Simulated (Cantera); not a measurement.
A perfectly stirred reactor is fed with CH3OH : O2 : N2 = 1 : 1.15 : 4.34 (molar parts), at 9.50 bar; it is adiabatic with a 725 K inlet, and is followed from long to short residence time, starting on the burning branch (τ in s: 0.24, 0.084, 0.03, 0.01, 0.0037, 0.0013, 0.00046, 0.00016, 5.7e-05, 2e-05).

Cantera simulation using GRI-Mech 3.0 (53 species, 325 reactions); the numbers are that mechanism's predictions, not measurements. GRI-Mech 3.0 was tuned for natural gas; its chemistry of methanol as a main component is partial and can be far from experiment.

One state of this run: T (K) = 2384; x CH3OH = 5.67e-7; x O2 = 9.85e-5; x C2H6 = 4.47e-12; x H2O2 = 3.94e-8; x NO = 0.000269; x C2H2 = 2.95e-9; x H2O = 0.237. x: mole fraction; the columns are a selection and need not sum to one.

Problem. Which value of τ (s) does it belong to?
(A) 5.7e-5
(B) 0.24
(C) 0.030
(D) 0.00016

Solution. C, 0.030
